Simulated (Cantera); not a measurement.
Input (Python, Cantera):

```python
import numpy as np
import cantera as ct

gas = ct.Solution("gri30.yaml")
gas.TPX = 973, 100000, {'H2': 0.77, 'O2': 1, 'N2': 2.4}
reactor = ct.IdealGasConstPressureReactor(gas, energy="off", clone=False)
net = ct.ReactorNet([reactor])
net.rtol, net.atol = 1e-08, 1e-18
show = ['H2', 'O2', 'N2O', 'NO2', 'H2O', 'OH']
times = np.geomspace(5e-06, 1, 13)

steps = ct.SolutionArray(gas, extra=["t"])
rows = []
print(f"{'t/s':>10s}{'T/K':>9s}{'P/Pa':>11s}" + "".join(f"{s:>11s}" for s in show))
for t in times:
    while net.time < t:
        t_next = net.step()
        steps.append(gas.state, t=t_next)
    rows.append([np.interp(t, steps.t, y) for y in (steps.T, steps.P, *steps(*show).X.T)])
    print(f"{t:10.3e}{rows[-1][0]:9.1f}{rows[-1][1]:11.4g}" + "".join(f"{x:11.3e}" for x in rows[-1][2:]))
rate = np.gradient(steps.T, steps.t)
print("integrator steps:", len(steps.t))
if steps.T.max() > steps.T[0] + 200:
    print(f"time of steepest temperature rise: {steps.t[rate.argmax()]:.4e} s")
gas.TPX = 973, 100000, {'H2': 0.77, 'O2': 1, 'N2': 2.4}
gas.equilibrate("TP")
print(f"equilibrium (TP): T = {gas.T:.1f} K  " + "  ".join(f"{s} {gas[s].X[0]:.3e}" for s in show))
```

Result:

```
       t/s      T/K       P/Pa         H2         O2        N2O        NO2        H2O         OH
 5.000e-06    973.0      1e+05  1.847e-01  2.398e-01  1.477e-18  1.695e-33  2.177e-11  3.596e-12
 1.383e-05    973.0      1e+05  1.847e-01  2.398e-01  1.692e-17  4.055e-31  2.066e-10  1.209e-11
 3.824e-05    973.0      1e+05  1.847e-01  2.398e-01  1.824e-16  1.798e-28  2.055e-09  4.677e-11
 1.057e-04    973.0      1e+05  1.847e-01  2.398e-01  2.866e-15  4.128e-25  3.120e-08  3.444e-10
 2.924e-04    973.0      1e+05  1.846e-01  2.398e-01  3.014e-13  3.719e-19  3.270e-06  2.841e-08
 8.086e-04    973.0      1e+05  1.031e-01  2.055e-01  4.299e-09  1.029e-08  8.968e-02  8.109e-07
 2.236e-03    973.0      1e+05  1.028e-01  2.054e-01  4.331e-09  2.434e-08  8.994e-02  1.004e-07
 6.184e-03    973.0      1e+05  1.020e-01  2.050e-01  4.429e-09  2.303e-08  9.077e-02  1.591e-07
 1.710e-02    973.0      1e+05  9.752e-02  2.030e-01  4.883e-09  2.078e-08  9.531e-02  3.511e-07
 4.729e-02    973.0      1e+05  7.848e-02  1.949e-01  6.796e-09  2.094e-08  1.160e-01  5.169e-07
 1.308e-01    973.0      1e+05  4.052e-02  1.791e-01  1.202e-08  2.411e-08  1.582e-01  5.192e-07
 3.616e-01    973.0      1e+05  6.837e-03  1.653e-01  2.308e-08  2.881e-08  1.958e-01  4.412e-07
 1.000e+00    973.0      1e+05  6.176e-04  1.627e-01  3.115e-08  3.169e-08  2.027e-01  1.349e-07
integrator steps: 1504
equilibrium (TP): T = 973.0 K  H2 1.942e-11  O2 1.625e-01  N2O 1.387e-09  NO2 1.047e-06  H2O 2.034e-01  OH 8.970e-08
```

Cantera simulation using GRI-Mech 3.0 (53 species, 325 reactions); the numbers are that mechanism's predictions, not measurements. The temperature is held fixed by assumption; the heat of reaction is taken as removed at once.
